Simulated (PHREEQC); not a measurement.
4.3 g of hydrous ferric oxide (600 m²/g; 0.2 weak and 0.005 strong sites per Fe, Dzombak-Morel constants, diffuse double layer) in 1 kg of water with 0.3 mol/kgw of an inert sodium salt and 0.0059 mol/kgw NaF and 0.001 mol/kgw MnCl2, at 25 °C; the pH is set by adding NaOH or the inert anion's acid. No oxygen is let in. The system is closed to CO2. Precipitation was switched off in this run.

Computed with PHREEQC (ion-association model, wateq4f.dat).

```csv
pH,F sorbed (%),Mn sorbed (%),surface charge σ (C/m²),surface potential ψ (mV)
4,74.9,0.0,0.196,93
4.67,73.3,0.3,0.177,89
5.33,67.5,4.2,0.142,78
6,(withheld),19.6,0.099,(withheld)
6.67,43.1,41.3,0.061,43
7.33,29.4,84.1,0.033,25
8,16.9,98.3,(withheld),5
8.67,7.5,99.9,-0.023,-18
9.33,2.7,100.0,-0.060,-43
10,0.9,100.0,-0.111,(withheld)
10.67,0.3,100.0,-0.175,-88
11.33,0.1,100.0,-0.236,-102
12,0.0,100.0,-0.277,-109
```

Q: Fill in the missing entries.

A: 
- 6, F sorbed (%): 57.0
- 6, surface potential ψ (mV): 62
- 8, surface charge σ (C/m²): 0.007
- 10, surface potential ψ (mV): -67
